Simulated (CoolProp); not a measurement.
Propylene along the isotherm -42.95 °C: density (kg/m³) from the reference equation and from simpler models built on Tc = 91.1 °C, pc = 4555 kPa, ω = 0.146; each cubic takes its own stable root.

The numbers come from the reference Helmholtz-energy equation of state, Lemmon 2013 in CoolProp.

```tsv
p (kPa)	phase	reference
21.6	gas	0.4782
34.9	gas	0.7761
56.4	gas	1.263
91.1	gas	2.065
147	liquid	604.3
238	liquid	604.4
384	liquid	604.5
621	liquid	604.8
1000	liquid	605.3
1620	liquid	606.0
2620	liquid	607.2
4230	liquid	609.0
6830	liquid	611.9
```

Task: How far does each simpler model (Soave-Redlich-Kwong, Peng-Robinson) lie from the reference over these 13 states: mean and median of the absolute difference, and the worst?

Result: 
- Soave-Redlich-Kwong: mean 4.2 %, median 5.9 %, worst -6.1 % at -42.95 °C and 147 kPa
- Peng-Robinson: mean 4.4 %, median 6.2 %, worst +6.4 % at -42.95 °C and 6830 kPa
